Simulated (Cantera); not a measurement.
Feed: 1 mol Pb, 0.069 mol CO2, 13 mol CO, equilibrated at 925 K.

Equilibrium computed with Cantera from the NASA thermochemical tables; the gas is ideal and each condensed phase is pure. Candidate condensed phases: C, Pb, PbO, PbO2, Pb3O4; 15 gas species. Kinetics and transport are ignored.

Task: What share of the Pb ends up in condensed phases as a function of P (Pa), at 10, 120, 1600, 19000, 240000, 3000000?

Result: 
| P (Pa) | Pb condensed (%) | as |
|---|---|---|
| 10 | 64.1 | Pb(l) |
| 120 | 97.1 | Pb(l) |
| 1600 | 99.8 | Pb(l) |
| 19000 | 100.0 | Pb(l) |
| 240000 | 100.0 | Pb(l) |
| 3000000 | 100.0 | Pb(l) |
